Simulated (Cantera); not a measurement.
Cantera run:

```python
import numpy as np
import cantera as ct

gas_names = """
    H Mg HBr
""".split()
cond_names = """
    MgBr2(s) MgBr2(L)
""".split()


# ... load() reads the species with a 1 bar reference pressure and builds the phases ...
species = {s.name: s for s in load("nasa_gas.yaml", gas_names) + load("nasa_condensed.yaml", cond_names)}
# Each term lists the table entries of one substance; the one whose range holds T is used.
reactions = {
    'MgBr2 + 2 H(g) = Mg(g) + 2 HBr(g)':
        [(-1, ['MgBr2(s)', 'MgBr2(L)']), (-2, ['H']), (1, ['Mg']), (2, ['HBr'])],
}


def pick(names, T):
    return next(species[n] for n in names if species[n].thermo.min_temp <= T <= species[n].thermo.max_temp)


results = []
for label, terms in reactions.items():
    print(label)
    print("     T/K   dH/kJ  dS/(J/K)   dG/kJ   log10 K")
    for T in [1150, 1225, 1300, 1375, 1450]:
        used = [(nu, pick(names, T)) for nu, names in terms]
        dH = sum(nu * s.thermo.h(T) for nu, s in used) / 1e6
        dS = sum(nu * s.thermo.s(T) for nu, s in used) / 1e3
        dG = dH - T * dS / 1e3
        logK = -dG * 1e6 / (ct.gas_constant * T * np.log(10))
        results.append((label, T, dH, dS, dG, logK, [s.name for _, s in used]))
        print(f"{T:8g} {dH:8.1f} {dS:8.1f} {dG:8.1f} {logK:8.2f}")
```

Result:

```
MgBr2 + 2 H(g) = Mg(g) + 2 HBr(g)
     T/K   dH/kJ  dS/(J/K)   dG/kJ   log10 K
    1150     84.5    100.9    -31.6     1.44
    1225     80.1     97.2    -39.0     1.66
    1300     75.7     93.8    -46.2     1.86
    1375     71.4     90.6    -53.1     2.02
    1450     67.2     87.5    -59.8     2.15
```

Cantera with NASA thermochemical tables; ideal gases at 1 bar, condensed phases pure. Condensed species are held in their standard states even where they would react or evaporate.
